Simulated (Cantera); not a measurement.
A perfectly stirred reactor is fed with C₃H₈ : H₂ = 1 : 1.8 (molar parts), at 1.00 atm; it is held at 1198 K, and followed from long to short residence time.

Model: GRI-Mech 3.0 (53 species, 325 reactions), integrated in Cantera. GRI-Mech 3.0 was tuned for natural gas; its chemistry of propane as a main component is partial and can be far from experiment. GRI-Mech 3.0 stops at C3 and has no aromatics, soot or wall deposition, so with more carbon than oxygen in the feed, carbon stays in small species such as C2H2 where larger ones or solid carbon would form.

Problem. What does this change do: pressure from 1.00 atm to 0.00691 atm?

Solution. 
```
quantity                  before     after
----------------------  --------  --------
x(C₃H₈) at τ = 9.60 s   0.000918   0.00229
x(H₂) at τ = 9.60 s        0.379     0.565
x(C₂H₂) at τ = 9.60 s     0.0323     0.145
x(C₂H) at τ = 9.60 s    8.73e-12   1.16e-9
x(CH₄) at τ = 9.60 s       0.415     0.203
x(C₃H₈) at τ = 74.0 ms    0.0290     0.136
x(H₂) at τ = 74.0 ms       0.482     0.548
x(C₂H₂) at τ = 74.0 ms    0.0115   0.00511
x(C₂H) at τ = 74.0 ms   8.97e-12  6.66e-11
x(CH₄) at τ = 74.0 ms      0.248     0.147
```
Radical loss at walls, strong at low pressure, is not modelled.
